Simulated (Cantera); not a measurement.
Charge: 1 mol Cu, 4.2 mol HF, equilibrated at 1375 K and 5.80 mbar.

Method: chemical equilibrium by Gibbs-energy minimisation in Cantera with the NASA 1993 tables (ideal gas, pure condensed phases). Candidate condensed phases: Cu, CuF₂; 15 gas species. Equilibrium is a limit: real reactors are often held back by kinetics, nucleation or transport.

Base state: HF 0.998, CuF 0.00119, H₂ 0.000596, Cu 0.000142 (mole fractions); condensed: Cu(l).

What changes in the equilibrium state with this change: temperature from 1375 K to 1150 K?


```csv
species,before,after
HF,0.998,1.000
CuF,0.00119,6.62e-5
H₂,0.000596,3.31e-5
Cu,0.000142,4.98e-7
"Cu(l), mol",0.994,0
"Cu(s), mol",0,1.000
```
